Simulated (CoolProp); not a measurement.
Properties of octamethyltrisiloxane (MDM) along the isotherm 448.9 K (Tc = 565.4 K, pc = 1.438 MPa, ω = 0.528).

Values from CoolProp's reference Helmholtz-energy equation of state, Thol 2017.

| p (MPa) | phase | density (kg/m³) | cp (kJ/(kg K)) | cv (kJ/(kg K)) |
|---|---|---|---|---|
| 0.00227 | gas | 0.1440 | 1.807 | 1.772 |
| 0.00343 | gas | 0.2178 | 1.807 | 1.772 |
| 0.00517 | gas | 0.3286 | 1.808 | 1.772 |
| 0.0078 | gas | 0.4965 | 1.808 | 1.772 |
| 0.0118 | gas | 0.7528 | 1.809 | 1.773 |
| 0.0178 | gas | 1.139 | ___ | 1.773 |
| 0.0268 | gas | 1.724 | 1.812 | ___ |
| 0.0404 | gas | 2.620 | 1.815 | 1.775 |
| 0.061 | gas | ___ | 1.820 | 1.778 |
| 0.092 | gas | 6.163 | 1.828 | 1.781 |
| 0.139 | gas | 9.619 | 1.842 | 1.786 |
| 0.209 | liquid | 644.9 | 2.180 | 1.846 |
| 0.316 | liquid | 645.5 | 2.178 | 1.846 |
| 0.476 | liquid | 646.5 | 2.176 | 1.846 |
| 0.719 | liquid | 648.0 | 2.173 | 1.846 |

**Question.** Complete the blanks.

**Answer.** 
- 0.0178, cp (kJ/(kg K)): 1.810
- 0.0268, cv (kJ/(kg K)): 1.774
- 0.061, density (kg/m³): 4.006
